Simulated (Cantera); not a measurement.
An adiabatic, constant-volume homogeneous reactor starts with 10.9 % CH4, 18.2 % O2, 70.9 % N2, at 1623 K and 10.0 bar.

Computed with Cantera and GRI-Mech 3.0 (53 species, 325 reactions). Above 3000 K some thermodynamic fits are extrapolated.

Task: Predict: time of steepest temperature rise; temperature at 5.00 s; equilibrium temperature; x(O2) at 5.00 s; x(NO2) at 5.00 s; x(HCO) at 5.00 s; x(O) at 5.00 s; x(N2O) at 5.00 s.

Result: 
| Item | Value |
|---|---|
| time of steepest temperature rise | 63.6 µs |
| temperature at 5.00 s | 3170 K |
| equilibrium temperature | 3170 K |
| x(O2) at 5.00 s | 0.00636 (gas-phase equilibrium 0.00636) |
| x(NO2) at 5.00 s | 3.80e-6 (gas-phase equilibrium 3.80e-6) |
| x(HCO) at 5.00 s | 8.94e-7 (gas-phase equilibrium 8.94e-7) |
| x(O) at 5.00 s | 0.00346 (gas-phase equilibrium 0.00346) |
| x(N2O) at 5.00 s | 2.22e-6 (gas-phase equilibrium 2.22e-6) |
